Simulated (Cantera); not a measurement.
A perfectly stirred reactor is fed with CH4 : H2O : H2 = 1 : 2.6 : 0.087 (molar parts), at 0.510 bar; it is held at 1998 K, and followed from long to short residence time.

Model: GRI-Mech 3.0 (53 species, 325 reactions), integrated in Cantera.

Task: What does this change do: temperature 1998 to 1450 K?

Result: 
| quantity | before | after |
|---|---|---|
| x(CH4) at τ = 15.0 s | 0.000138 | 0.0800 |
| x(H2O) at τ = 15.0 s | 0.265 | 0.500 |
| x(H2) at τ = 15.0 s | 0.558 | 0.324 |
| x(H) at τ = 15.0 s | 0.00166 | 6.55e-6 |
| x(OH) at τ = 15.0 s | 7.81e-5 | 2.41e-7 |
| x(CH4) at τ = 0.240 s | 0.00496 | 0.237 |
| x(H2O) at τ = 0.240 s | 0.279 | 0.687 |
| x(H2) at τ = 0.240 s | 0.543 | 0.0624 |
| x(H) at τ = 0.240 s | 0.00160 | 1.51e-6 |
| x(OH) at τ = 0.240 s | 8.19e-5 | 3.83e-7 |

Task: What does this change do: temperature 1998 to 2150 K?

Result: 
| quantity | before | after |
|---|---|---|
| x(CH4) at τ = 15.0 s | 0.000138 | 1.35e-5 |
| x(H2O) at τ = 15.0 s | 0.265 | 0.265 |
| x(H2) at τ = 15.0 s | 0.558 | 0.554 |
| x(H) at τ = 15.0 s | 0.00166 | 0.00440 |
| x(OH) at τ = 15.0 s | 7.81e-5 | 0.000271 |
| x(CH4) at τ = 0.240 s | 0.00496 | 0.000902 |
| x(H2O) at τ = 0.240 s | 0.279 | 0.267 |
| x(H2) at τ = 0.240 s | 0.543 | 0.553 |
| x(H) at τ = 0.240 s | 0.00160 | 0.00406 |
| x(OH) at τ = 0.240 s | 8.19e-5 | 0.000253 |
